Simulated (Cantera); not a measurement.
# Premixed flame

A freely propagating, adiabatic, planar premixed flame of H₂ : O₂ : N₂ = 1 : 0.581 : 2.85 (molar parts), unburnt at 400 K and 5.00 bar; mixture-averaged transport, grid criteria slope 0.08 and curve 0.16, no radiation.

Model: the H2/O2 subset of GRI-Mech 3.0, which has no nitrogen chemistry, integrated in Cantera. The hydrogen kinetics of GRI-Mech 3.0 are dated; newer H2 mechanisms differ, most at raised pressure. Burning velocities carry a grid error of a few per cent, more on coarse grids.

| z (mm) | T (K) | u (m/s) | x H₂ | x O₂ | x OH | x H | x O | x HO₂ |
|---|---|---|---|---|---|---|---|---|
| -0.204 | 400 | 1.22 | 0.225 | 0.131 | <1e-8 | <1e-8 | <1e-8 | 1.37e-8 |
| -0.136 | 401 | 1.22 | 0.222 | 0.132 | <1e-8 | <1e-8 | <1e-8 | 1.77e-7 |
| -0.102 | 403 | 1.22 | 0.217 | 0.133 | <1e-8 | <1e-8 | <1e-8 | 1.31e-6 |
| -0.0681 | 420 | 1.24 | 0.201 | 0.135 | <1e-8 | <1e-8 | 6.11e-8 | 1.61e-5 |
| -0.0341 | 592 | 1.67 | 0.149 | 0.135 | 1.63e-5 | 6.75e-6 | 5.76e-6 | 0.000446 |
| -0.0170 | 932 | 2.57 | 0.105 | 0.117 | 0.000458 | 0.000654 | 0.000175 | 0.000662 |
| 0 | 1316 | 3.60 | 0.0621 | 0.0849 | 0.00170 | 0.00374 | 0.00128 | 0.000323 |
| 0.0170 | 1573 | 4.29 | 0.0320 | 0.0561 | 0.00407 | 0.00630 | 0.00264 | 0.000162 |
| 0.0341 | 1719 | 4.68 | 0.0179 | 0.0410 | 0.00609 | 0.00610 | 0.00304 | 9.37e-5 |
| 0.0681 | 1860 | 5.05 | 0.00952 | 0.0317 | 0.00707 | 0.00362 | 0.00239 | 4.79e-5 |
| 0.136 | 1961 | 5.30 | 0.00505 | 0.0281 | 0.00584 | 0.00130 | 0.00121 | 2.23e-5 |
| 0.272 | 2014 | 5.43 | 0.00217 | 0.0266 | 0.00398 | 0.000339 | 0.000483 | 9.02e-6 |
| 0.545 | 2037 | 5.49 | 0.000796 | 0.0262 | 0.00252 | 7.50e-5 | 0.000179 | 3.52e-6 |
x: mole fraction of selected species; z is measured from the peak of heat release.

- laminar burning velocity: 122 cm/s
- thermal thickness: 0.0681 mm
- peak x(OH): 0.00709
- peak x(H): 0.00649
- peak x(O): 0.00304
- peak x(HO₂): 0.000749
